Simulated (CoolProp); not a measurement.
Vapour-liquid equilibrium of benzene (1) + toluene (2) at 0.213 MPa; x and y are mole fractions of (1).

Values from CoolProp's multi-fluid Helmholtz-energy mixture model, Thol 2012 and Lemmon 2006; pair parameters Bell 2016.

| x | bubble temperature, mixture model (K) | bubble temperature, Raoult's law (K) | y, mixture model | y, Raoult's law |
|---|---|---|---|---|
| 0.05 | 409.9 | 409.8 | 0.097 | 0.103 |
| 0.125 | 406.7 | 406.4 | 0.228 | 0.239 |
| 0.2 | 403.6 | 403.3 | 0.343 | 0.357 |
| 0.275 | 400.7 | 400.4 | 0.444 | 0.459 |
| 0.35 | 398.0 | 397.6 | 0.534 | 0.548 |
| 0.425 | 395.4 | 395.1 | 0.613 | 0.627 |
| 0.5 | 392.9 | 392.6 | 0.684 | 0.696 |
| 0.575 | 390.6 | 390.4 | 0.747 | 0.757 |
| 0.65 | 388.4 | 388.2 | 0.803 | 0.811 |
| 0.725 | 386.3 | 386.1 | 0.854 | 0.860 |
| 0.8 | 384.3 | 384.2 | 0.899 | 0.904 |
| 0.875 | 382.4 | 382.3 | 0.940 | 0.943 |
| 0.95 | 380.6 | 380.6 | 0.977 | 0.978 |

The largest gap from Raoult's law is +0.4 K in bubble temperature, at x = 0.35. No azeotrope shows between x = 0.05 and 0.95.

The pair parameters rest on a limited set of measurements; away from them the model extrapolates.
